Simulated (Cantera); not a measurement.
**Ignition delay**

Mixture: 1.87 % CH4, 0.170 % C2H6, 0.299 % C3H8, 12.9 % O2, 84.0 % N2, 0.672 % H2, equivalence ratio 0.48, at 1.30 bar, adiabatic and at constant pressure. Ignition delay is the time to a rise of 400 K.

Computed with Cantera and GRI-Mech 3.0 (53 species, 325 reactions). GRI-Mech 3.0 was tuned for natural gas; its chemistry of propane as a main component is partial and can be far from experiment.

```
T0 (K)  delay (ms)
------  ----------
1225          1.69
1275         0.955
1325         0.557
1375         0.341
1425         0.222
1475         0.156
```

| Quantity | Value |
|---|---|
| apparent activation energy between 1375 and 1475 K | 130 kJ/mol |
